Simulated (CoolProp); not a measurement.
Vapour-liquid equilibrium of CH2F2 (R32) (1) + fluoroethane (R161) (2) at 0.0023 MPa; x and y are mole fractions of (1).

Values from CoolProp's multi-fluid Helmholtz-energy mixture model, Tillner-Roth 1997 and Wu 2012; pair parameters Bell 2016.

| x | bubble temperature (K) | y at the bubble point | dew temperature at overall composition x (K) | liquid density (mol/L) |
|---|---|---|---|---|
| 0.05 | 175.5 | 0.150 | 176.3 | 18.93 |
| 0.2 | 172.9 | 0.422 | 175.0 | 19.79 |
| 0.35 | 171.4 | 0.580 | 173.6 | 20.70 |
| 0.5 | 170.2 | 0.694 | 172.2 | 21.70 |
| 0.65 | 169.3 | 0.790 | 170.7 | 22.81 |
| 0.8 | 168.6 | 0.879 | 169.2 | 24.06 |
| 0.95 | 167.9 | 0.969 | 168.1 | 25.48 |

No azeotrope shows between x = 0.05 and 0.95.

The pair parameters rest on a limited set of measurements; away from them the model extrapolates.
